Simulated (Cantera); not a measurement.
An isothermal, constant-pressure homogeneous reactor starts with 82.0 % NO, 18.0 % N2, at 2048 K and 0.280 bar.

Computed with Cantera and GRI-Mech 3.0 (53 species, 325 reactions).

x: mole fraction; the columns are a selection and need not sum to one.

```csv
t (s),x NO,x N2O,x O,x O2,x NO2
2.00e-5,0.820,6.09e-6,5.91e-6,2.62e-8,?
5.63e-5,0.820,1.69e-5,1.57e-5,2.02e-7,?
0.000159,0.820,4.53e-5,3.97e-5,1.61e-6,?
0.000447,0.819,0.000112,9.92e-5,1.54e-5,?
0.00126,0.819,0.000221,0.000208,0.000169,?
0.00355,0.817,0.000293,0.000257,0.00101,0.000167
0.0100,0.812,0.000295,0.000276,0.00361,?
0.0282,0.797,0.000280,0.000318,0.0110,?
0.0794,0.755,0.000244,0.000413,0.0319,?
0.224,0.641,0.000167,0.000594,0.0883,0.000358
0.630,0.398,6.00e-5,0.000859,0.210,0.000336
1.77,0.121,5.37e-6,0.00108,0.349,?
5.00,0.0223,3.99e-7,0.00115,0.398,?
```

**Question.** What belongs in the gaps?

**Answer.** 
- 2.00e-5, x NO2: 2.90e-7
- 5.63e-5, x NO2: 2.05e-6
- 0.000159, x NO2: 1.22e-5
- 0.000447, x NO2: 5.27e-5
- 0.00126, x NO2: 0.000133
- 0.0100, x NO2: 0.000181
- 0.0282, x NO2: 0.000213
- 0.0794, x NO2: 0.000277
- 1.77, x NO2: 0.000131
- 5.00, x NO2: 2.58e-5
